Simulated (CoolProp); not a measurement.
Values from CoolProp's reference Helmholtz-energy equation of state, Lemmon 2005.

### Question
Give the vapour pressure (bar), liquid density (kg/m³), enthalpy of vaporisation (kJ/kg), surface tension (mN/m) of saturated R125 at -17.75, 42.55, 52.55 °C.

### Answer
```json
[
 {"T (°C)": "-17.75", "p (bar)": "3.67", "liquid density (kg/m³)": "1400", "enthalpy of vaporisation (kJ/kg)": "146", "surface tension (mN/m)": "9.31"},
 {"T (°C)": "42.55", "p (bar)": "21.3", "liquid density (kg/m³)": "1070", "enthalpy of vaporisation (kJ/kg)": "88.3", "surface tension (mN/m)": "1.93"},
 {"T (°C)": "52.55", "p (bar)": "26.9", "liquid density (kg/m³)": "974", "enthalpy of vaporisation (kJ/kg)": "70.9", "surface tension (mN/m)": "0.971"}
]
```

Surface tension comes from a separate correlation (Mulero 2012).
